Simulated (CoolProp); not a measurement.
Aqueous calcium chloride as a coolant, at 20 °C, 1 atm.

Computed with CoolProp (Melinder's fits for secondary coolants).

```
mass %  freezing point (°C)  cp (kJ/(kg K))  conductivity (W/(m K))  viscosity (mPa s)  density (kg/m³)
------  -------------------  --------------  ----------------------  -----------------  ---------------
1.4                    -0.6           4.096                   0.597               1.04             1009
5                      -2.4           3.887                   0.593               1.14             1040
8.5                    -4.6           3.691                   0.589               1.24             1072
12.1                   -7.8           3.495                   0.584               1.39             1106
15.6                  -11.8           3.314                   0.580               1.57             1139
19.2                  -16.9           3.145                   0.576               1.84             1173
22.7                  -23.4           3.004                   0.571               2.20             1206
26.3                  -32.9           2.882                   0.566               2.70             1242
```
